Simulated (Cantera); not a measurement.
What does this Cantera script print?

```python
import numpy as np
import cantera as ct

gas_names = """
    H HNO HNO2 HNO3 HO2 H2 H2O H2O2 N NH NH2 NH3 NH2OH NO NO2 NO3 N2 N2H2 N2H4 N2O O OH O2 O3 Si SiH
    SiH2 SiH3 SiH4 SiN SiO SiO2 Si2 Si2N Si3
""".split()
cond_names = """
    H2O(s) H2O(L) Si(cr) Si(L) SiO2(Lqz) SiO2(hqz) SiO2(L) Si2N2O(s) Si3N4(a)
""".split()


# ... load() reads the species with a 1 bar reference pressure and builds the phases ...
atoms = {
    'Si3N4': {'Si': 3, 'N': 4},
    'O2': {'O': 2},
    'H2': {'H': 2},
}
top_T = {'Si2N2O(s)': 2100, 'Si3N4(a)': 2400}  # K; cautious upper limits of use, not melting points


# ... equilibrate(T, P, feed) seeds the gas with the atoms and calls Mixture.equilibrate('TP', solver="vcs", rtol=1e-11, max_steps=5000) ...
results = []
feed = {'Si3N4': 1, 'O2': 0.011, 'H2': 100}  # mol
T = 1923.15  # K
P = 52000  # Pa
mix = equilibrate(T, P, feed)
results.append((T, P, feed, dict(zip(mix.species_names, mix.species_moles))))
print(gas.report(threshold=1e-05))
for i in range(1, mix.n_phases):
    print(f"{mix.phase(i).name:16s} {mix.phase_moles(i):12.5e} mol")
```

Result:

```
       temperature   1923.2 K
          pressure   52000 Pa
           density   0.0082486 kg/m^3
  mean mol. weight   2.5364 kg/kmol
   phase of matter   gas

                          1 kg             1 kmol
                     ---------------   ---------------
          enthalpy        1.9992e+07        5.0708e+07  J
   internal energy        1.3688e+07        3.4718e+07  J
           entropy             76764        1.9471e+05  J/K
    Gibbs function       -1.2764e+08       -3.2374e+08  J
 heat capacity c_p             13387             33956  J/K
 heat capacity c_v             10109             25642  J/K

                      mass frac. Y      mole frac. X     chem. pot. / RT
                     ---------------   ---------------   ---------------
                 H        0.00051419         0.0012939           -10.016
                H2           0.77795           0.97878           -20.032
                N2           0.21634          0.019588           -31.396
                Si        0.00036189        3.2684e-05           -5.6604
               SiH        0.00021878        1.9074e-05           -15.676
              SiH2        0.00078252        6.5939e-05           -25.692
               SiO         0.0037437         0.0002154           -44.895
     [  +28 minor]        8.6655e-05        5.2809e-06

Si(L)             2.96544e+00 mol
SiO2(L)           0.00000e+00 mol
Si2N2O(s)         0.00000e+00 mol
Si3N4(a)          0.00000e+00 mol
```

Equilibrium computed with Cantera from the NASA thermochemical tables; the gas is ideal and each condensed phase is pure. Gases not in the tables: Si2H6 and higher silanes.
